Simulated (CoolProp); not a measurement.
Fluorine at 251.44 K and 0.598 MPa is throttled through a valve to 0.336 MPa with no heat exchange. Each further row changes one setting.

Model: reference Helmholtz-energy equation of state, de Reuck 1990, in CoolProp.

```tsv
case	temperature change (K)	final density (kg/m³)
as stated	-0.7	(withheld)
outlet pressure 0.101 MPa	(withheld)	1.85
outlet pressure 0.437 MPa	(withheld)	7.99
```

**Question.** Some entries are withheld; supply them.

**Answer.** 
- as stated, final density (kg/m³): 6.14
- outlet pressure 0.101 MPa, temperature change (K): -1.3
- outlet pressure 0.437 MPa, temperature change (K): -0.4
